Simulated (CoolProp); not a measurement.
n-nonane at several states: fugacity coefficient from the reference equation and from simpler models built on Tc = 321.4 °C, pc = 22.82 bar, ω = 0.443; each cubic takes its own stable root.

Values from CoolProp's reference Helmholtz-energy equation of state, Lemmon 2006. It is a short technical equation, of lower accuracy than the large ones.

| T (°C) | p (bar) | phase | reference |
|---|---|---|---|
| 240.25 | 16.5 | liquid | 0.3554 |
| 243.15 | 0.554 | gas | 0.9857 |
| 152.45 | 100 | liquid | 0.01787 |

### Question
How far does each simpler model (van der Waals, Soave-Redlich-Kwong) lie from the reference over these 3 states: mean and median of the absolute difference, and the worst?

### Answer
- van der Waals: mean 204.2 %, median 69.2 %, worst +543.0 % at 152.45 °C and 100 bar
- Soave-Redlich-Kwong: mean 5.2 %, median 4.5 %, worst +11.1 % at 152.45 °C and 100 bar
